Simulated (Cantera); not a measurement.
What does this Cantera script print?

```python
import numpy as np
import cantera as ct

gas_names = """
    C CO CO2 C2 C2O C3 C3O2 C4 C5 O O2 O3 Pb PbO Pb2
""".split()
cond_names = """
    C(gr) Pb(cr) Pb(L) PbO(rd) PbO(yw) PbO(L) PbO2(s) Pb3O4(s)
""".split()


def load(file, names, dense=False):
    # The tables refer to 1 bar. Condensed volumes are neglected.
    table = {s.name: s for s in ct.Species.list_from_file(file)}
    out = []
    for n in names:
        d = dict(table[n].input_data)
        d["thermo"] = dict(d["thermo"], **{"reference-pressure": 1e5})
        if dense:
            d["equation-of-state"] = {"model": "constant-volume", "density": "1e6 g/cm^3"}
        out.append(ct.Species.from_dict(d))
    return out


gas = ct.Solution(thermo="ideal-gas", species=load("nasa_gas.yaml", gas_names))
cond = {s.name: ct.Solution(thermo="fixed-stoichiometry", species=[s], name=s.name)
        for s in load("nasa_condensed.yaml", cond_names, dense=True)}
atoms = {
    'Pb': {'Pb': 1},
    'O2': {'O': 2},
    'CO': {'C': 1, 'O': 1},
}
top_T = {'C(gr)': 4500, 'Pb3O4(s)': 820}  # K; cautious upper limits of use, not melting points


def equilibrate(T, P, feed):
    n = {}
    for name, mol in feed.items():
        for a, k in atoms[name].items():
            n[a] = n.get(a, 0.0) + k * mol
    gas.TPX = T, P, n
    mass = sum(n.values()) * gas.mean_molecular_weight
    gas.equilibrate("TP")
    valid = [c for c in cond.values() if c.min_temp <= T <= top_T.get(c.name, c.max_temp)]
    mix = ct.Mixture([(gas, mass / gas.mean_molecular_weight)] + [(c, 0.0) for c in valid])
    mix.T, mix.P = T, P
    mix.equilibrate("TP", solver="vcs", rtol=1e-11, max_steps=5000)
    return mix


results = []
feed = {'Pb': 1, 'O2': 0.021, 'CO': 1.4}  # mol
T = 898  # K
P = 1000  # Pa
mix = equilibrate(T, P, feed)
results.append((T, P, feed, dict(zip(mix.species_names, mix.species_moles))))
x = sorted(zip(gas.X, gas.species_names), reverse=True)
print(f"T = {T:g} K  P = {P:g} Pa  gas = {mix.phase_moles(0):.4g} mol")
print("   x: " + "  ".join(f"{s} {v:.3e}" for v, s in x if v > 0.001))
print("   condensed (mol): " + ("  ".join(f"{mix.phase(i).name} {mix.phase_moles(i):.4g}"
      for i in range(1, mix.n_phases) if mix.phase_moles(i) > 1e-12) or "none"))
```

Output:

```
T = 898 K  P = 1000 Pa  gas = 1.37 mol
   x: CO 9.472e-01  CO2 5.271e-02
   condensed (mol): C(gr) 0.03022  Pb(L) 0.9998
```

Method: chemical equilibrium by Gibbs-energy minimisation in Cantera with the NASA 1993 tables (ideal gas, pure condensed phases).
